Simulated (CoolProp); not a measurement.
R236FA along the isobar 0.403 MPa: density (kg/m³) from the reference equation and from simpler models built on Tc = 124.9 °C, pc = 3.191 MPa, ω = 0.377; each cubic takes its own stable root.

Values from CoolProp's reference Helmholtz-energy equation of state, Pan 2012.

| T (°C) | phase | reference |
|---|---|---|
| -82.25 | liquid | 1678 |
| -70.45 | liquid | 1646 |
| -58.65 | liquid | 1614 |
| -46.95 | liquid | 1581 |
| -35.15 | liquid | 1548 |
| -23.35 | liquid | 1513 |
| -11.65 | liquid | 1478 |
| 0.15 | liquid | 1442 |
| 11.95 | liquid | 1404 |

How far does each simpler model (van der Waals, Soave-Redlich-Kwong) lie from the reference over these 9 states: mean and median of the absolute difference, and the worst?


- van der Waals: mean 60.4 %, median 41.8 %, worst -98.0 % at 11.95 °C and 0.403 MPa
- Soave-Redlich-Kwong: mean 10.0 %, median 9.8 %, worst -11.1 % at -82.25 °C and 0.403 MPa

At some of these states van der Waals gives the other phase, because its saturation line lies elsewhere.
